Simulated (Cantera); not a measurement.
A perfectly stirred reactor is fed with 43.5 % C2H6, 56.5 % H2, at 100000 Pa; it is held at 1598 K, and followed from long to short residence time.

Model: GRI-Mech 3.0 (53 species, 325 reactions), integrated in Cantera. GRI-Mech 3.0 stops at C3 and has no aromatics, soot or wall deposition, so with more carbon than oxygen in the feed, carbon stays in small species such as C2H2 where larger ones or solid carbon would form.

One state of this run: x C2H6 = 5.38e-5; x H2 = 0.701; x CH2 = 6.74e-9; x CH4 = 0.0853; x C2H = 4.25e-8; x C2H4 = 0.0156; x CH3 = 0.000112. x: mole fraction; the columns are a selection and need not sum to one.

Question: Which value of τ (s) does it belong to?
A) 8.1
B) 0.62
C) 0.013
D) 0.17

Answer: A, 8.1
